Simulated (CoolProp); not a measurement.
Vapour-liquid equilibrium of propane (1) + R114 (2) at 0.569 MPa; x and y are mole fractions of (1).

Computed with CoolProp (multi-fluid Helmholtz-energy mixture model, Lemmon 2009 and Platzer 1990; pair parameters Bell 2016). This equation is an older, rougher fit; its heat capacities, sound speeds and derivatives of the liquid may be far off and weren't checked against measurements.

### Question
Give the bubble temperature and the first vapour's composition at x = 0.05, 0.2, 0.575. Is there an azeotrope?

### Answer
x = 0.05: 53.1 °C, y = 0.169; x = 0.2: 38.5 °C, y = 0.501; x = 0.575: 18.6 °C, y = 0.830. No azeotrope shows between x = 0.05 and 0.95.

Pair parameters are fitted to limited data, so mixtures are less certain than the pure fluids.
